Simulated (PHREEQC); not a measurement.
Make-up at 25 °C: 0.00084 mol K2CO3, 0.024 mol K2SO4 and 0.017 mol KH2PO4 per kg of water. Closed to the air; pH follows from the charge balance.

The numbers come from PHREEQC with the ion-association model, wateq4f.dat.

```yaml
pH: 5.85
ionic_strength: 0.0850 mol/kgw
total_alkalinity: 1.68 meq/kg
```

```csv
species,molality,activity,log γ
K+,0.0631,0.0490,-0.110
SO4-2,0.0205,0.00806,-0.406
H2PO4-,0.0155,0.0124,-0.098
KSO4-,0.00348,0.00278,-0.098
HPO4-2,0.00138,0.000546,-0.402
CO2,0.000599,0.000611,0.009
HCO3-,0.000241,0.000192,-0.098
KHPO4-,6.54e-5,5.22e-5,-0.098
H3PO4,2.53e-6,2.58e-6,0.009
H+,1.70e-6,1.41e-6,-0.080
HSO4-,1.41e-6,1.11e-6,-0.104
CO3-2,1.58e-8,6.39e-9,-0.392
OH-,9.15e-9,7.08e-9,-0.111
```

This is a speciation only: nothing precipitates in the calculation. Species that the database lacks are ignored. H3PO4, which wateq4f.dat lacks, is added to it with the constant of phreeqc.dat.
